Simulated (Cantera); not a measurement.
An isothermal, constant-pressure homogeneous reactor starts with CH₄ : H₂O : H₂ = 1 : 0.99 : 0.65 (molar parts), at 1475 K and 11.8 atm. Integrator tolerance rtol = 1e-08.

Detailed kinetics in Cantera: GRI-Mech 3.0 (53 species, 325 reactions). The pressure lies above the range GRI-Mech 3.0 was tuned for (to about 10 atm).

Problem. What does this change do: pressure from 11.8 atm to 0.543 atm?

Solution. 
| quantity | before | after |
|---|---|---|
| x(CH₄) at 300 s | 0.0787 (gas-phase equilibrium 0.0106) | 0.0363 (gas-phase equilibrium 0.00219) |
| x(H₂O) at 300 s | 0.0703 (gas-phase equilibrium 0.00762) | 0.0495 (gas-phase equilibrium 8.32e-5) |
| x(H₂) at 300 s | 0.680 (gas-phase equilibrium 0.772) | 0.725 (gas-phase equilibrium 0.783) |
| x(C₂H₆) at 300 s | 2.79e-5 (gas-phase equilibrium 4.50e-7) | 5.46e-6 (gas-phase equilibrium 1.89e-8) |
| x(H) at 300 s | 3.11e-6 (gas-phase equilibrium 3.31e-6) | 1.50e-5 (gas-phase equilibrium 1.56e-5) |
| x(C₂H) at 300 s | <1e-12 (gas-phase equilibrium <1e-12) | 2.94e-10 (gas-phase equilibrium <1e-12) |
| x(C₂H₄) at 300 s | 0.000326 (gas-phase equilibrium 4.63e-6) | 0.00128 (gas-phase equilibrium 4.18e-6) |
